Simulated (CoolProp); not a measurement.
Methanol at several states: density (kg/m³) from the reference equation and from simpler models built on Tc = 513.4 K, pc = 82.16 bar, ω = 0.565; each cubic takes its own stable root.

Model: reference Helmholtz-energy equation of state, de Reuck 1993, in CoolProp.

```csv
T (K),p (bar),phase,reference
198.1,7.63,liquid,882.6
578.6,0.563,gas,0.3755
522.9,83.6,supercritical,125.7
```

Problem. How far does each simpler model (van der Waals, Redlich-Kwong) lie from the reference over these 3 states: mean and median of the absolute difference, and the worst?

Solution. 
- van der Waals: mean 19.1 %, median 6.0 %, worst -51.4 % at 198.1 K and 7.63 bar
- Redlich-Kwong: mean 10.1 %, median 2.6 %, worst -27.6 % at 198.1 K and 7.63 bar
